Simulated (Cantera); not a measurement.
Input: 1 mol CH3Cl, equilibrated at 14.0 mbar.

Equilibrium computed with Cantera from the NASA thermochemical tables; the gas is ideal and each condensed phase is pure. Candidate condensed phases: C, C6H6, C7H8, C8H18; 91 gas species. Rates play no part.

Q: Which condensed phases are stable at each of these points (T (°C)): 1425, 1575, 1725, 1875, 2025, 2175, 2325, 2475, 2625, 2775, 2925, 3075, 3225?

A: 
| T (°C) | condensed phases | C condensed (%) |
|---|---|---|
| 1425 | C(graphite) | 100.0 |
| 1575 | C(graphite) | 99.9 |
| 1725 | C(graphite) | 99.8 |
| 1875 | C(graphite) | 99.6 |
| 2025 | C(graphite) | 99.1 |
| 2175 | C(graphite) | 98.3 |
| 2325 | C(graphite) | 96.8 |
| 2475 | C(graphite) | 93.9 |
| 2625 | C(graphite) | 84.9 |
| 2775 | C(graphite) | 44.2 |
| 2925 | gas only | 0.0 |
| 3075 | gas only | 0.0 |
| 3225 | gas only | 0.0 |

From 1425 °C to 2775 °C the condensed part is C(graphite). From 2925 °C to 3225 °C nothing is condensed.
